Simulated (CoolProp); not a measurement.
Properties of decamethylcyclopentasiloxane (D5) along the isobar 1.61 MPa.

The numbers come from the reference Helmholtz-energy equation of state, Thol 2019 in CoolProp.

```csv
T (°C),phase,density (kg/m³),cv (kJ/(kg K)),Joule-Thomson coefficient (K/MPa),isothermal compressibility (1/MPa),fugacity coefficient
278.75,liquid,657.3,1.877,0.2744,0.02132,0.2264
285.55,liquid,645.8,___,0.3560,0.02440,0.2482
292.35,liquid,633.8,1.900,___,0.02821,0.2710
299.15,liquid,621.1,1.911,0.5704,0.03299,0.2948
305.95,liquid,607.6,1.922,0.7145,0.03910,0.3193
312.85,liquid,592.9,1.933,0.8977,0.04723,0.3450
319.65,liquid,577.3,1.945,1.129,0.05805,0.3710
326.45,liquid,560.1,1.956,___,0.07311,___
333.25,liquid,541.1,___,1.846,0.09494,0.4243
340.05,liquid,519.6,1.980,2.428,0.1282,0.4513
346.85,supercritical,494.8,1.992,3.287,0.1820,0.4783
```

**Question.** Fill in the missing entries.

**Answer.** 
- 285.55, cv (kJ/(kg K)): 1.888
- 292.35, Joule-Thomson coefficient (K/MPa): 0.4531
- 326.45, Joule-Thomson coefficient (K/MPa): 1.433
- 326.45, fugacity coefficient: 0.3975
- 333.25, cv (kJ/(kg K)): 1.968
